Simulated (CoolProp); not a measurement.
Vapour-liquid equilibrium of R22 (1) + R152A (2) at 0.00378 MPa; x and y are mole fractions of (1).

Computed with CoolProp (multi-fluid Helmholtz-energy mixture model, Kamei 1995 and Outcalt 1996; pair parameters Bell 2016).

| x | bubble temperature, mixture model (°C) | bubble temperature, Raoult's law (°C) | y, mixture model | y, Raoult's law |
|---|---|---|---|---|
| 0.05 | -80.2 | -80.5 | 0.112 | 0.132 |
| 0.125 | … | -82.0 | 0.259 | 0.296 |
| 0.2 | -82.6 | -83.4 | 0.386 | 0.426 |
| 0.275 | -83.7 | -84.7 | 0.497 | 0.533 |
| 0.35 | -84.8 | -85.8 | 0.593 | 0.620 |
| 0.425 | … | -86.9 | … | 0.694 |
| 0.5 | -86.9 | -87.9 | 0.747 | 0.755 |
| 0.575 | -88.0 | -88.8 | 0.808 | 0.808 |
| 0.65 | -89.0 | -89.6 | 0.860 | 0.854 |
| 0.725 | -89.9 | -90.4 | 0.902 | 0.893 |
| 0.8 | -90.8 | -91.1 | 0.937 | 0.927 |
| 0.875 | -91.6 | -91.8 | 0.966 | 0.957 |
| 0.95 | … | -92.5 | 0.988 | 0.984 |

Complete the blanks.


- 0.125, bubble temperature, mixture model (°C): -81.4
- 0.425, bubble temperature, mixture model (°C): -85.9
- 0.425, y, mixture model: 0.676
- 0.95, bubble temperature, mixture model (°C): -92.4

The largest gap from Raoult's law is +1.0 K in bubble temperature, at x = 0.35. No azeotrope shows between x = 0.05 and 0.95.

The pair parameters rest on a limited set of measurements; away from them the model extrapolates.
